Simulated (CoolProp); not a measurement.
Model: reference Helmholtz-energy equation of state, Span 2003, in CoolProp. It is a short technical equation, of lower accuracy than the large ones.

**Question.** Give the vapour pressure (MPa), liquid density (kg/m³), vapour density (kg/m³), enthalpy of vaporisation (kJ/kg) of saturated n-heptane at 87.75 °C.

**Answer.** 
| T (°C) | p (MPa) | liquid density (kg/m³) | vapour density (kg/m³) | enthalpy of vaporisation (kJ/kg) |
|---|---|---|---|---|
| 87.75 | 0.0733 | 624 | 2.56 | 324 |
